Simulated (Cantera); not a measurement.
Cantera run:

```python
import numpy as np
import cantera as ct

gas_names = """
    H HNO HNO2 HNO3 HO2 H2 H2O H2O2 N NH NH2 NH3 NH2OH NO NO2 NO3 N2 N2H2 N2H4 N2O O OH O2 O3 V VN VO
    VO2
""".split()
cond_names = """
    H2O(s) H2O(L) V(cr) V(L) VN(s) VO(s) VO(L) V2O3(s) V2O3(L) V2O4(I) V2O4(II) V2O4(L) V2O5(s) V2O5(L)
""".split()


def load(file, names, dense=False):
    # The tables refer to 1 bar. Condensed volumes are neglected.
    table = {s.name: s for s in ct.Species.list_from_file(file)}
    out = []
    for n in names:
        d = dict(table[n].input_data)
        d["thermo"] = dict(d["thermo"], **{"reference-pressure": 1e5})
        if dense:
            d["equation-of-state"] = {"model": "constant-volume", "density": "1e6 g/cm^3"}
        out.append(ct.Species.from_dict(d))
    return out


gas = ct.Solution(thermo="ideal-gas", species=load("nasa_gas.yaml", gas_names))
cond = {s.name: ct.Solution(thermo="fixed-stoichiometry", species=[s], name=s.name)
        for s in load("nasa_condensed.yaml", cond_names, dense=True)}
atoms = {
    'V2O3': {'V': 2, 'O': 3},
    'H2': {'H': 2},
    'N2': {'N': 2},
}
top_T = {'VN(s)': 2300}  # K; cautious upper limits of use, not melting points


def equilibrate(T, P, feed):
    n = {}
    for name, mol in feed.items():
        for a, k in atoms[name].items():
            n[a] = n.get(a, 0.0) + k * mol
    gas.TPX = T, P, n
    mass = sum(n.values()) * gas.mean_molecular_weight
    gas.equilibrate("TP")
    valid = [c for c in cond.values() if c.min_temp <= T <= top_T.get(c.name, c.max_temp)]
    mix = ct.Mixture([(gas, mass / gas.mean_molecular_weight)] + [(c, 0.0) for c in valid])
    mix.T, mix.P = T, P
    mix.equilibrate("TP", solver="vcs", rtol=1e-11, max_steps=5000)
    return mix


results = []
feed = {'V2O3': 1, 'H2': 46, 'N2': 33}  # mol
P = 1000  # Pa
for T in [1450, 1500, 1550, 1600, 1650, 1700, 1750, 1800, 1850, 1900, 1950, 2000]:
    mix = equilibrate(T, P, feed)
    results.append((T, P, feed, dict(zip(mix.species_names, mix.species_moles))))
    x = sorted(zip(gas.X, gas.species_names), reverse=True)
    print(f"T = {T:g} K  P = {P:g} Pa  gas = {mix.phase_moles(0):.4g} mol")
    print("   x: " + "  ".join(f"{s} {v:.3e}" for v, s in x if v > 1e-06))
    print("   condensed (mol): " + ("  ".join(f"{mix.phase(i).name} {mix.phase_moles(i):.4g}"
          for i in range(1, mix.n_phases) if mix.phase_moles(i) > 1e-12) or "none"))
```

Output:

```
T = 1450 K  P = 1000 Pa  gas = 79 mol
   x: H2 5.806e-01  N2 4.177e-01  H2O 1.590e-03  H 7.207e-05
   condensed (mol): VO(s) 0.2512  V2O3(s) 0.8744
T = 1500 K  P = 1000 Pa  gas = 79.01 mol
   x: H2 5.801e-01  N2 4.177e-01  H2O 2.117e-03  H 1.341e-04
   condensed (mol): VO(s) 0.3346  V2O3(s) 0.8327
T = 1550 K  P = 1000 Pa  gas = 79.01 mol
   x: H2 5.793e-01  N2 4.177e-01  H2O 2.767e-03  H 2.397e-04
   condensed (mol): VO(s) 0.4373  V2O3(s) 0.7813
T = 1600 K  P = 1000 Pa  gas = 79.02 mol
   x: H2 5.784e-01  N2 4.176e-01  H2O 3.555e-03  H 4.135e-04
   condensed (mol): VO(s) 0.5618  V2O3(s) 0.7191
T = 1650 K  P = 1000 Pa  gas = 79.03 mol
   x: H2 5.772e-01  N2 4.176e-01  H2O 4.495e-03  H 6.902e-04  VO2 1.780e-06
   condensed (mol): VO(s) 0.7105  V2O3(s) 0.6446
T = 1700 K  P = 1000 Pa  gas = 79.04 mol
   x: H2 5.758e-01  N2 4.175e-01  H2O 5.601e-03  H 1.118e-03  VO2 5.455e-06
   condensed (mol): VO(s) 0.886  V2O3(s) 0.5568
T = 1750 K  P = 1000 Pa  gas = 79.07 mol
   x: H2 5.740e-01  N2 4.173e-01  H2O 6.887e-03  H 1.762e-03  VO2 1.563e-05  VO 2.246e-06  OH 1.240e-06
   condensed (mol): VO(s) 1.09  V2O3(s) 0.4541
T = 1800 K  P = 1000 Pa  gas = 79.11 mol
   x: H2 5.717e-01  N2 4.171e-01  H2O 8.364e-03  H 2.707e-03  VO2 4.213e-05  VO 6.090e-06  OH 2.615e-06
   condensed (mol): VO(s) 1.327  V2O3(s) 0.3348
T = 1850 K  P = 1000 Pa  gas = 79.17 mol
   x: H2 5.689e-01  N2 4.168e-01  H2O 1.004e-02  H 4.063e-03  VO2 1.073e-04  VO 1.560e-05  OH 5.297e-06
   condensed (mol): VO(s) 1.598  V2O3(s) 0.1964
T = 1900 K  P = 1000 Pa  gas = 79.26 mol
   x: H2 5.655e-01  N2 4.163e-01  H2O 1.191e-02  H 5.967e-03  VO2 2.594e-04  VO 3.790e-05  OH 1.033e-05
   condensed (mol): VO(s) 1.908  V2O3(s) 0.03432
T = 1950 K  P = 1000 Pa  gas = 79.39 mol
   x: H2 5.630e-01  N2 4.157e-01  H2O 1.207e-02  H 8.602e-03  VO2 5.137e-04  VO 8.774e-05  OH 1.674e-05  V 1.305e-06
   condensed (mol): VO(s) 1.952
T = 2000 K  P = 1000 Pa  gas = 79.58 mol
   x: H2 5.604e-01  N2 4.147e-01  H 1.217e-02  H2O 1.161e-02  VO2 9.330e-04  VO 1.942e-04  OH 2.519e-05  V 3.749e-06
   condensed (mol): VO(s) 1.91
```

Cantera equilibrium calculation (NASA polynomials, part measured and part estimated; ideal gas, pure solids and liquids). Mutual solubility and eutectic melting of coexisting phases are not modelled. VO: taken at fixed stoichiometry. Condensed phases not in the tables: the oxides between V2O3 and V2O5 other than VO2.
